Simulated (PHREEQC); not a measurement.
Solution (20 °C): 0.036 mol NaH2PO4, 0.019 mol HCl and 1.8e-05 mol H4SiO4 per kg of water. Closed to the air; pH follows from the charge balance.

Computed with PHREEQC (ion-association model, phreeqc.dat).

This is a speciation only: nothing precipitates in the calculation.

Q: Predict the pH, ionic strength.

A: pH 2.30; ionic strength 0.0418 mol/kgw.

Q: In which forms is P present?

A: H2PO4- 63 %, H3PO4 37 % of the P.
